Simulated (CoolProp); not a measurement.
A single-stage vapour-compression cycle with trans-2-butene: evaporating at 310.15 K (dew point), condensing at 378.15 K (bubble point), superheat 5 K, subcooling 0 K, compressor efficiency 0.85, no pressure losses. Each further row changes one setting.

The numbers come from the reference Helmholtz-energy equation of state, Lemmon 2005 in CoolProp. It is a short technical equation, of lower accuracy than the large ones.

```
case                              cooling COP  pressure ratio  discharge temperature (K)  refrigerating effect (kJ/kg)  volumetric capacity (kJ/m³)
--------------------------------  -----------  --------------  -------------------------  ----------------------------  ---------------------------
as stated                                2.49            4.94                      382.3                           198                         1570
evaporating temperature 315.15 K         2.82            4.29                      382.1                           205                         1850
condensing temperature 373.15 K          2.84            4.48                      377.5                           213                         1680
subcooling 5 K                           2.67            4.94                      382.3                           213                         1680
superheat 15 K                           2.58            4.94                      391.3                           216                         1640
compressor efficiency 0.75               2.19            4.94                      386.6                           198                         1570
```
